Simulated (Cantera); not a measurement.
Thermodynamics of tantalum, niobium, vanadium and zirconium in process gases, feed V + H2O + H2

Input: 1 mol V, 5.3 mol H2O, 12 mol H2, equilibrated at 7.50 Torr.

These are equilibrium values from Cantera (NASA tables, ideal gas, pure condensed phases), not measurements of a reactor. Candidate condensed phases: H2O, V, VO, V2O3, V2O4, V2O5; 12 gas species. Condensed phases not in the tables: the oxides between V2O3 and V2O5 other than VO2. Equilibrium is a limit: real reactors are often held back by kinetics, nucleation or transport.

From 2048 K to 2198 K the condensed part is V2O3(s). From 2273 K to 2573 K nothing is condensed. The main V-bearing gas is VO2 throughout.

| T (K) | x H2 | x H | x H2O | x VO2 | x OH | n V2O3(s) |
|---|---|---|---|---|---|---|
| 2048 | 0.761 | 0.0195 | 0.211 | 0.00775 | 0.000591 | 0.430 |
| 2123 | 0.747 | 0.0310 | 0.201 | 0.0197 | 0.00103 | 0.319 |
| 2198 | 0.724 | 0.0474 | 0.180 | 0.0455 | 0.00164 | 0.0631 |
| 2273 | 0.701 | 0.0704 | 0.173 | 0.0507 | 0.00269 | 0 |
| 2348 | 0.674 | 0.101 | 0.168 | 0.0495 | 0.00435 | 0 |
| 2423 | 0.639 | 0.142 | 0.161 | 0.0480 | 0.00677 | 0 |
| 2498 | 0.595 | 0.192 | 0.152 | 0.0462 | 0.0101 | 0 |
| 2573 | 0.542 | 0.253 | 0.139 | 0.0440 | 0.0145 | 0 |
x: gas mole fraction; n: condensed amount in mol.
